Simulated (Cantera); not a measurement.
Input: 1 mol Al(CH3)3, a varied amount of N2O, 64 mol H2, equilibrated at 1198 K and 10.0 Torr.

These are equilibrium values from Cantera (NASA tables, ideal gas, pure condensed phases), not measurements of a reactor. Candidate condensed phases: Al, AlN, Al2O3, C, C6H6, C7H8, C8H18, H2O; 148 gas species. The feed counts by its element totals alone. Rates play no part.

x: gas mole fraction; n: condensed amount in mol.

```
n(N2O) (mol)   x H2    x N2    x H2O     x CO     x CO2     x CH4    x HCN  n Al2O3(s)  n C(graphite)
------------  -----  ------  -------  -------  --------  --------  -------  ----------  -------------
2             0.965  0.0282  2.40e-6  0.00704   1.28e-8  0.000199  1.20e-5       0.500           2.49
2.3           0.956  0.0321  3.78e-6   0.0112   3.23e-8  0.000196  1.28e-5       0.500           2.19
2.6           0.949  0.0360  5.11e-6   0.0152   6.01e-8  0.000192  1.35e-5       0.500           1.89
3             0.938     [?]      [?]      [?]       [?]  0.000188  1.43e-5       0.500            [?]
3.5           0.925     [?]      [?]      [?]       [?]  0.000183  1.52e-5       0.500            [?]
4             0.913  0.0533  1.08e-5   0.0333   2.88e-7  0.000178  1.61e-5       0.500          0.486
4.7           0.896  0.0617  0.00254   0.0393   8.16e-5   8.42e-7  8.40e-8       0.500              0
5.4           0.879  0.0702   0.0113   0.0386  0.000365   1.75e-7  1.92e-8       0.500              0
6.2           0.860  0.0798   0.0212   0.0379  0.000684   8.62e-8  1.04e-8       0.500              0
7.2           0.837  0.0915   0.0332   0.0370   0.00108   4.95e-8  6.66e-9       0.500              0
8.3           0.812   0.104   0.0461   0.0361   0.00150   3.17e-8  4.77e-9       0.500              0
9.5           0.786   0.117   0.0598   0.0351   0.00195   2.16e-8  3.61e-9       0.500              0
```

Task: What belongs in the gaps?

Result: 
- 3.5, x N2: 0.0473
- 3.5, x H2O: 8.85e-6
- 3.5, x CO: 0.0270
- 3.5, x CO2: 1.89e-7
- 3.5, n C(graphite): 0.986
- 3, x N2: 0.0411
- 3, x H2O: 6.82e-6
- 3, x CO: 0.0205
- 3, x CO2: 1.09e-7
- 3, n C(graphite): 1.49
